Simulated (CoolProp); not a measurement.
A Linde-Hampson liquefier for nitrogen: isothermal reversible compression at 300 K from 1 atm to 5 MPa, throttling to 1 atm, return gas leaving the recuperator 10 K below the feed. Each further row changes one setting.

Computed with CoolProp (reference Helmholtz-energy equation of state, Span 2000).

```json
[
 {"case": "as stated", "liquid yield per pass": "no liquid", "compression work (kJ/kg of gas)": "347"},
 {"case": "high pressure 10 MPa", "liquid yield per pass": "(withheld)", "compression work (kJ/kg of gas)": "(withheld)"},
 {"case": "warm-end temperature 330 K", "liquid yield per pass": "no liquid", "compression work (kJ/kg of gas)": "(withheld)"},
 {"case": "warm-end gap 15 K", "liquid yield per pass": "no liquid", "compression work (kJ/kg of gas)": "347"}
]
```

**Question.** Complete the blanks.

**Answer.** 
- high pressure 10 MPa, liquid yield per pass: 0.021
- high pressure 10 MPa, compression work (kJ/kg of gas): 408
- warm-end temperature 330 K, compression work (kJ/kg of gas): 382
